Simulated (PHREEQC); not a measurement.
A solution holds 0.0055 mol/kgw HF, 0.015 mol/kgw NH4HF2, 0.00084 mol/kgw H2SiF6 and 0.027 mol/kgw HCl, at 25 °C. Closed to the air; pH follows from the charge balance.

Computed with PHREEQC (ion-association model, phreeqc.dat).

This is a speciation only: nothing precipitates in the calculation.

**Question.** Order these F species by the share of F that they hold, largest first: SiF6-2, F-, HF, HF2-.

**Answer.** HF (82 %), SiF6-2 (12 %), F- (4.7 %), HF2- (1.2 %)

The pH is 1.86 and the ionic strength 0.0317 mol/kgw. Complexes and solids missing from the database can't appear. SiF6-2 is the database's only silicon fluoride.
